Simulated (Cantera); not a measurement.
Cantera run:

```python
import numpy as np
import cantera as ct

gas_names = [...]  # 109 gases of nasa_gas.yaml made of C, Cl, H, Si
cond_names = """
    C(gr) C6H6(L) C7H8(L) C8H18(L),n-octa Si(cr) Si(L) SiC(b)
""".split()


# ... load() reads the species with a 1 bar reference pressure and builds the phases ...
atoms = {
    'SiHCl3': {'Si': 1, 'H': 1, 'CL': 3},
    'C2H2': {'C': 2, 'H': 2},
    'H2': {'H': 2},
}
top_T = {'C(gr)': 4500, 'SiC(b)': 3050}  # K; cautious upper limits of use, not melting points


# ... equilibrate(T, P, feed) seeds the gas with the atoms and calls Mixture.equilibrate('TP', solver="vcs", rtol=1e-11, max_steps=5000) ...
results = []
T = 1298  # K
P = 1000  # Pa
for m in [0.1, 0.17, 0.23, 0.3, 0.36, 0.42, 0.49, 0.55, 0.62]:
    feed = {'SiHCl3': 1, 'C2H2': m, 'H2': 8.7}  # mol
    mix = equilibrate(T, P, feed)
    results.append((T, P, feed, dict(zip(mix.species_names, mix.species_moles))))

top = {s: max(r[3][s] / sum(r[3][g] for g in gas_names) for r in results) for s in gas_names}
cols = sorted((s for s in top if top[s] > 0.0001), key=lambda s: -top[s])[:7]
seen = [c for c in cond_names if any(r[3].get(c, 0) > 1e-12 for r in results)]
print("log10 of partial pressures in bar; condensed amounts in mol")
print(f"{'n(C2H2)':>10s}" + "".join(f"{s[:9]:>10s}" for s in cols + seen))
for T, P, feed, n in results:
    ng = sum(n[g] for g in gas_names)
    print(f"{feed['C2H2']:10.4g}" + "".join(f"{np.log10(max(n[s] / ng * P / 1e5, 1e-99)):10.3f}" for s in cols)
          + "".join(f"{n.get(c, 0):10.4g}" for c in seen))
```

It prints:

```
log10 of partial pressures in bar; condensed amounts in mol
   n(C2H2)        H2       HCL     SiCL2     SiCL3     SiCL4    SiHCL3     C(gr)    Si(cr)    SiC(b)
       0.1    -2.092    -2.909    -3.302    -4.112    -4.146    -4.674         0   0.08563       0.2
      0.17    -2.094    -2.878    -3.351    -4.129    -4.132    -4.693         0         0      0.34
      0.23    -2.099    -2.812    -3.470    -4.180    -4.113    -4.746         0         0      0.46
       0.3    -2.107    -2.742    -3.642    -4.279    -4.138    -4.848         0         0       0.6
      0.36    -2.114    -2.687    -3.837    -4.414    -4.215    -4.988         0         0      0.72
      0.42    -2.123    -2.636    -4.123    -4.645    -4.390    -5.223         0         0      0.84
      0.49    -2.134    -2.580    -5.072    -5.532    -5.216    -6.115         0         0    0.9796
      0.55    -2.133    -2.581    -5.137    -5.599    -5.284    -6.182    0.1171         0    0.9824
      0.62    -2.132    -2.584    -5.143    -5.608    -5.297    -6.191    0.2569         0    0.9826
```

These are equilibrium values from Cantera (NASA tables, ideal gas, pure condensed phases), not measurements of a reactor. Mutual solubility and eutectic melting of coexisting phases are not modelled. The tables' values for SiCl3 are old estimates; treat these amounts as uncertain.
